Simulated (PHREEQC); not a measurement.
2 g of hydrous ferric oxide (600 m²/g; 0.2 weak and 0.005 strong sites per Fe, Dzombak-Morel constants, diffuse double layer) in 1 kg of water with 0.3 mol/kgw of an inert sodium salt and 1.1 mmol/kgw Na2SO4, at 25 °C; the pH is set by adding NaOH or the inert anion's acid. Oxygen alone is held at its pressure in air (log pO2 = -0.68). CO2 from the air is kept out. Nothing may precipitate in this run.

Equilibrium calculation in PHREEQC: ion-association model, wateq4f.dat.

```csv
pH,S sorbed (%),surface charge σ (C/m²),surface potential ψ (mV)
3,82.8,0.223,100
3.5,82.7,0.221,100
4,81.7,0.216,99
4.5,79.0,0.203,96
5,72.6,0.181,90
5.5,60.7,0.151,81
6,43.6,0.119,70
6.5,24.9,0.089,58
7,10.3,0.060,43
7.5,2.8,0.033,25
8,0.6,0.006,5
8.5,0.1,-0.021,-17
9,0.0,-0.051,-38
9.5,0.0,-0.088,-57
10,0.0,-0.132,-75
10.5,0.0,-0.185,-91
11,0.0,-0.244,-105
```

Complexes and solids missing from the database can't appear. The oxide is taken as insoluble; below pH 4 it would dissolve.
